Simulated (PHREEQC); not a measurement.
Solution (25 °C): 0.12 mol ZnSO4, 0.021 mol CaCl2, 0.23 mol H2SO4 and 0.0046 mol Na2SO4 per kg of water. Closed to the air; pH follows from the charge balance.

Equilibrium calculation in PHREEQC: ion-association model, phreeqc.dat.

Task: The ionic strength comes out as 0.552 mol/kgw. What activity coefficients do NaSO4-, ZnCl+, Na+, SO4-2, Zn(SO4)2-2 get?

Result: NaSO4- 0.69, ZnCl+ 0.64, Na+ 0.72, SO4-2 0.20, Zn(SO4)2-2 0.29.

Precipitation was switched off in this run.
